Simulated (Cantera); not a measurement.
Charge: 1 mol SiF4, 0.57 mol H2O, 40 mol N2, held at 1330 Pa.

These are equilibrium values from Cantera (NASA tables, ideal gas, pure condensed phases), not measurements of a reactor. Candidate condensed phases: H2O, Si, SiO2, Si2N2O, Si3N4; 58 gas species. The tables hold silica as quartz up to 1696 K and as liquid above; real silica turns to tridymite and cristobalite and melts near 1996 K. The numbers say what is thermodynamically allowed, not how fast it happens.

At 1150 K, list the 4 most abundant gas species with their mole fractions, and the condensed phases.

N2 0.956, HF 0.0261, SiF4 0.0174, H2O 0.000548. Condensed: SiO2(β-quartz).
